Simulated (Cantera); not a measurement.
## Pyrogenic steam for wet oxidation

A perfectly stirred reactor is fed with 63.9 % H2, 16.4 % O2, 19.7 % N2, equivalence ratio 1.9, at 90.0 Torr; it is held at 898 K, and followed from long to short residence time.

Model: GRI-Mech 3.0 (53 species, 325 reactions), integrated in Cantera. Radical loss at walls, strong at low pressure, is not modelled. Below about 950 K walls govern HO2 and H2O2 in real vessels. The temperature is held fixed by assumption; the heat of reaction is taken as removed at once.

| τ (s) | x H2 | x O2 | x NO2 | x H2O | x N2O | x O | x H |
|---|---|---|---|---|---|---|---|
| 2.1 | 0.374 | 0.00126 | <1e-12 | 0.389 | 2.80e-11 | 5.59e-7 | 0.000854 |
| 0.90 | 0.375 | 0.00193 | <1e-12 | 0.387 | 4.19e-11 | 1.30e-6 | 0.00130 |
| 0.38 | 0.376 | 0.00298 | <1e-12 | 0.385 | 6.22e-11 | 3.06e-6 | 0.00199 |
| 0.16 | 0.378 | 0.00460 | <1e-12 | 0.381 | 9.10e-11 | 7.20e-6 | 0.00305 |
| 0.067 | 0.381 | 0.00713 | <1e-12 | 0.374 | 1.30e-10 | 1.69e-5 | 0.00466 |
| 0.028 | 0.386 | 0.0111 | <1e-12 | 0.364 | 1.78e-10 | 3.94e-5 | 0.00708 |
| 0.012 | 0.393 | 0.0172 | <1e-12 | 0.349 | 2.29e-10 | 8.79e-5 | 0.0105 |
| 0.0049 | 0.407 | 0.0275 | <1e-12 | 0.323 | 2.72e-10 | 0.000198 | 0.0155 |
| 0.0021 | 0.428 | 0.0430 | 1.24e-12 | 0.284 | 2.80e-10 | 0.000402 | 0.0217 |
| 0.00087 | 0.464 | 0.0679 | 1.30e-12 | 0.222 | 2.35e-10 | 0.000752 | 0.0291 |
x: mole fraction; the columns are a selection and need not sum to one.
